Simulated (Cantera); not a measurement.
**Equilibrium for tantalum, niobium, vanadium and zirconium in process gases: Zr + O2 + N2**

Input: 1 mol Zr, 0.012 mol O2, 1.4 mol N2, at 0.000530 bar.

Equilibrium computed with Cantera from the NASA thermochemical tables; the gas is ideal and each condensed phase is pure. Candidate condensed phases: Zr, ZrN, ZrO2; 13 gas species. Mutual solubility and eutectic melting of coexisting phases are not modelled. ZrN: taken at fixed stoichiometry. Condensed phases not in the tables: solid solutions among these carbides, nitrides and lower oxides. Equilibrium is a limit: real reactors are often held back by kinetics, nucleation or transport.

| T (°C) | x N2 | x Zr | x ZrO | x ZrO2 | n ZrN(s) | n ZrO2(monoclinic) | n ZrO2(tetragonal) |
|---|---|---|---|---|---|---|---|
| 1150 | 1.00 | <1e-12 | <1e-12 | <1e-12 | 0.988 | 0.0120 | 0 |
| 1350 | 1.00 | <1e-12 | 4.05e-11 | 1.19e-12 | 0.988 | 0 | 0.0120 |
| 1550 | 1.00 | 1.30e-11 | 2.63e-8 | 6.73e-10 | 0.988 | 0 | 0.0120 |
| 1750 | 1.000 | 6.82e-9 | 4.64e-6 | 1.06e-7 | 0.988 | 0 | 0.0120 |
| 1950 | 1.000 | 1.14e-6 | 0.000317 | 6.62e-6 | 0.988 | 0 | 0.0119 |
| 2150 | 0.989 | 8.14e-5 | 0.0106 | 0.000206 | 0.983 | 0 | 0.00693 |
| 2350 | 0.971 | 0.00301 | 0.0254 | 5.70e-5 | 0.973 | 0 | 0 |
| 2550 | 0.909 | 0.0678 | 0.0230 | 3.44e-6 | 0.905 | 0 | 0 |
x: gas mole fraction; n: condensed amount in mol.

At 1150 °C the condensed part is ZrN(s) + ZrO2(monoclinic). From 1350 °C to 2150 °C the condensed part is ZrN(s) + ZrO2(tetragonal). From 2350 °C to 2550 °C the condensed part is ZrN(s).
